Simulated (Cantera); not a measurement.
Input (Python, Cantera):

```python
import numpy as np
import cantera as ct

gas = ct.Solution("gri30.yaml")
gas.TPX = 1275, 12000, {'H2': 1.6, 'O2': 1, 'N2': 0.51}
reactor = ct.IdealGasConstPressureReactor(gas, energy="off", clone=False)
net = ct.ReactorNet([reactor])
net.rtol, net.atol = 1e-08, 1e-18
show = ['H2', 'O2', 'NO', 'H2O', 'N2O']
times = np.geomspace(7e-05, 200, 10)

steps = ct.SolutionArray(gas, extra=["t"])
rows = []
print(f"{'t/s':>10s}{'T/K':>9s}{'P/Pa':>11s}" + "".join(f"{s:>11s}" for s in show))
for t in times:
    while net.time < t:
        t_next = net.step()
        steps.append(gas.state, t=t_next)
    rows.append([np.interp(t, steps.t, y) for y in (steps.T, steps.P, *steps(*show).X.T)])
    print(f"{t:10.3e}{rows[-1][0]:9.1f}{rows[-1][1]:11.4g}" + "".join(f"{x:11.3e}" for x in rows[-1][2:]))
rate = np.gradient(steps.T, steps.t)
print("integrator steps:", len(steps.t))
if steps.T.max() > steps.T[0] + 200:
    print(f"time of steepest temperature rise: {steps.t[rate.argmax()]:.4e} s")
gas.TPX = 1275, 12000, {'H2': 1.6, 'O2': 1, 'N2': 0.51}
gas.equilibrate("TP")
print(f"equilibrium (TP): T = {gas.T:.1f} K  " + "  ".join(f"{s} {gas[s].X[0]:.3e}" for s in show))
```

Result:

```
       t/s      T/K       P/Pa         H2         O2         NO        H2O        N2O
 7.000e-05   1275.0    1.2e+04  5.139e-01  3.213e-01  1.247e-13  3.917e-04  9.618e-13
 3.651e-04   1275.0    1.2e+04  5.101e-02  1.118e-01  5.070e-06  5.215e-01  5.428e-09
 1.904e-03   1275.0    1.2e+04  3.845e-03  8.735e-02  6.674e-06  6.843e-01  1.451e-08
 9.933e-03   1275.0    1.2e+04  1.173e-04  8.649e-02  6.673e-06  6.922e-01  2.043e-08
 5.181e-02   1275.0    1.2e+04  7.869e-06  8.654e-02  6.680e-06  6.925e-01  2.177e-08
 2.702e-01   1275.0    1.2e+04  1.115e-06  8.656e-02  6.691e-06  6.926e-01  1.999e-08
 1.409e+00   1275.0    1.2e+04  3.976e-07  8.657e-02  6.689e-06  6.926e-01  1.072e-08
 7.352e+00   1275.0    1.2e+04  3.777e-07  8.657e-02  6.688e-06  6.926e-01  1.633e-09
 3.834e+01   1275.0    1.2e+04  3.777e-07  8.657e-02  6.688e-06  6.926e-01  1.410e-09
 2.000e+02   1275.0    1.2e+04  3.777e-07  8.657e-02  6.689e-06  6.926e-01  1.410e-09
integrator steps: 1925
equilibrium (TP): T = 1275.0 K  H2 3.778e-07  O2 8.652e-02  NO 1.145e-04  H2O 6.926e-01  N2O 1.410e-09
```

Computed with Cantera and GRI-Mech 3.0 (53 species, 325 reactions). The temperature is held fixed by assumption; the heat of reaction is taken as removed at once.
